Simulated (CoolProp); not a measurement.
Vapour-liquid equilibrium of CHF3 (R23) (1) + R13 (2) at 22.4 bar; x and y are mole fractions of (1).

Values from CoolProp's multi-fluid Helmholtz-energy mixture model, Penoncello 2003 and Platzer 1990; pair parameters Bell 2016. This equation is an older, rougher fit; its heat capacities, sound speeds and derivatives of the liquid may be far off and weren't checked against measurements.

```
x      bubble temperature, mixture model (°C)  bubble temperature, Raoult's law (°C)  y, mixture model  y, Raoult's law
-----  --------------------------------------  -------------------------------------  ----------------  ---------------
0.05                                      2.5                                    4.6             0.083            0.063
0.125                                    -0.7                                    3.8             0.190            0.154
0.2                                      -3.1                                    3.0        (withheld)            0.241
0.275                                    -4.9                                    2.2             0.352            0.325
0.35                                     -6.2                                    1.5             0.418            0.406
0.425                                    -7.1                                    0.8             0.478            0.484
0.5                                (withheld)                                    0.1        (withheld)            0.559
0.575                                    -8.0                                   -0.5             0.589            0.631
0.65                               (withheld)                                   -1.2             0.645            0.701
0.725                                    -7.9                                   -1.8             0.705            0.769
0.8                                      -7.4                                   -2.4        (withheld)            0.835
0.875                                    -6.5                                   -3.0             0.844            0.898
0.95                               (withheld)                                   -3.6             0.932            0.960
```

Q: Some entries are withheld; supply them.

A: 
- 0.2, y, mixture model: 0.278
- 0.5, bubble temperature, mixture model (°C): -7.7
- 0.5, y, mixture model: 0.534
- 0.65, bubble temperature, mixture model (°C): -8.1
- 0.8, y, mixture model: 0.770
- 0.95, bubble temperature, mixture model (°C): -5.1

The largest gap from Raoult's law is -7.9 K in bubble temperature, at x = 0.425. y crosses x between x = 0.575 and 0.65: the model has an azeotrope there.

The pair parameters rest on a limited set of measurements; away from them the model extrapolates.
